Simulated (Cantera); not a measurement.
What does this Cantera script print?

```python
import numpy as np
import cantera as ct

gas_names = [...]  # 87 gases of nasa_gas.yaml made of C, H, Si
cond_names = """
    C(gr) C6H6(L) C7H8(L) C8H18(L),n-octa Si(cr) Si(L) SiC(b)
""".split()


# ... load() reads the species with a 1 bar reference pressure and builds the phases ...
atoms = {
    'SiH4': {'Si': 1, 'H': 4},
    'C3H8': {'C': 3, 'H': 8},
    'H2': {'H': 2},
}
top_T = {'C(gr)': 4500, 'SiC(b)': 3050}  # K; cautious upper limits of use, not melting points


# ... equilibrate(T, P, feed) seeds the gas with the atoms and calls Mixture.equilibrate('TP', solver="vcs", rtol=1e-11, max_steps=5000) ...
results = []
feed = {'SiH4': 1, 'C3H8': 0.0086, 'H2': 26}  # mol
P = 16000  # Pa
for T in [1375, 1450, 1525, 1600, 1675, 1750, 1825, 1900, 1975, 2050]:
    mix = equilibrate(T, P, feed)
    results.append((T, P, feed, dict(zip(mix.species_names, mix.species_moles))))
    x = sorted(zip(gas.X, gas.species_names), reverse=True)
    print(f"T = {T:g} K  P = {P:g} Pa  gas = {mix.phase_moles(0):.4g} mol")
    print("   x: " + "  ".join(f"{s} {v:.3e}" for v, s in x if v > 0.0001))
    print("   condensed (mol): " + ("  ".join(f"{mix.phase(i).name} {mix.phase_moles(i):.4g}"
          for i in range(1, mix.n_phases) if mix.phase_moles(i) > 1e-12) or "none"))
```

It prints:

```
T = 1375 K  P = 16000 Pa  gas = 28.03 mol
   x: H2 1.000e+00
   condensed (mol): Si(cr) 0.9743  SiC(b) 0.0257
T = 1450 K  P = 16000 Pa  gas = 28.03 mol
   x: H2 1.000e+00
   condensed (mol): Si(cr) 0.9743  SiC(b) 0.02571
T = 1525 K  P = 16000 Pa  gas = 28.04 mol
   x: H2 9.999e-01
   condensed (mol): Si(cr) 0.9742  SiC(b) 0.02572
T = 1600 K  P = 16000 Pa  gas = 28.04 mol
   x: H2 9.999e-01  H 1.359e-04
   condensed (mol): Si(cr) 0.9741  SiC(b) 0.02572
T = 1675 K  P = 16000 Pa  gas = 28.04 mol
   x: H2 9.997e-01  H 2.902e-04
   condensed (mol): Si(cr) 0.9738  SiC(b) 0.02573
T = 1750 K  P = 16000 Pa  gas = 28.04 mol
   x: H2 9.994e-01  H 5.813e-04
   condensed (mol): Si(L) 0.9733  SiC(b) 0.02572
T = 1825 K  P = 16000 Pa  gas = 28.05 mol
   x: H2 9.988e-01  H 1.100e-03
   condensed (mol): Si(L) 0.9721  SiC(b) 0.02569
T = 1900 K  P = 16000 Pa  gas = 28.06 mol
   x: H2 9.978e-01  H 1.982e-03
   condensed (mol): Si(L) 0.9696  SiC(b) 0.02563
T = 1975 K  P = 16000 Pa  gas = 28.09 mol
   x: H2 9.962e-01  H 3.414e-03  Si 2.020e-04
   condensed (mol): Si(L) 0.9642  SiC(b) 0.02546
T = 2050 K  P = 16000 Pa  gas = 28.13 mol
   x: H2 9.936e-01  H 5.653e-03  Si 4.830e-04  SiH2 1.392e-04  SiH 1.165e-04
   condensed (mol): Si(L) 0.9529  SiC(b) 0.02496
```

These are equilibrium values from Cantera (NASA tables, ideal gas, pure condensed phases), not measurements of a reactor. Mutual solubility and eutectic melting of coexisting phases are not modelled. Gases not in the tables: Si2H6 and higher silanes.
